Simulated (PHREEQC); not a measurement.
A PHREEQC input (ion-association model, phreeqc.dat):

```
SOLUTION 1
  temp 25
  units mg/kgw
  pH 6.38
  pe 10.1
  Na 141
  K 3.93
  Ca 99.7
  Mg 44.1
  Cl 190
  S(6) 124 as SO4
  Alkalinity 448
  Ba 2.75
  Zn 25.2
END
USE solution 1
EQUILIBRIUM_PHASES 1
  Quartz 0 0.5
  Gypsum 0 0
  CO2(g) -2.5 10
END
```

The run finishes without an error or a warning.

Its last state differs from that of the intended input:

```json
[
 {"quantity": "pH", "as run": "8.12", "intended": "8.04"},
 {"quantity": "ionic strength (mol/kgw)", "as run": "0.0196", "intended": "0.0190"},
 {"quantity": "HCO3- (mol/kgw)", "as run": "0.00726", "intended": "0.00595"},
 {"quantity": "Zn(CO3)2-2 (mol/kgw)", "as run": "0.000198", "intended": "0.000150"},
 {"quantity": "CaHCO3+ (mol/kgw)", "as run": "0.000117", "intended": "9.88e-5"},
 {"quantity": "MgHCO3+ (mol/kgw)", "as run": "8.02e-5", "intended": "6.71e-5"},
 {"quantity": "SI of Zn(OH)2(e) (Zn(OH)2)", "as run": "-0.02", "intended": "+0.03"}
]
```

**Question.** One thing in the input isn't as intended. What explains the difference?

**Answer.** Several could match; the one computed here: The fault: 'as HCO3' left off the alkalinity, which is then read as CaCO3.
